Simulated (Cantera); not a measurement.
A closed system holds: 1 mol SiH2Cl2, 0.1 mol HCl, 7.2 mol H2, at 2373 K and 17.3 Torr.

These are equilibrium values from Cantera (NASA tables, ideal gas, pure condensed phases), not measurements of a reactor. Candidate condensed phases: Si; 19 gas species. The tables' values for SiCl, SiCl3 are old estimates; treat these amounts as uncertain. Gases not in the tables: Si2H6 and higher silanes. Rates play no part.

What is the equilibrium state?


```json
{
 "x(H2)": "0.691",
 "x(HCl)": "0.127",
 "x(H)": "0.0765",
 "x(Si)": "0.0551",
 "x(SiCl2)": "0.0281",
 "x(Cl)": "0.0101",
 "x(SiCl)": "0.00835",
 "x(SiH)": "0.00225",
 "x(Si2)": "0.000877",
 "gas_amount": "10.39 mol",
 "log10 activity of Si(l) (absent)": "-0.14"
}
```
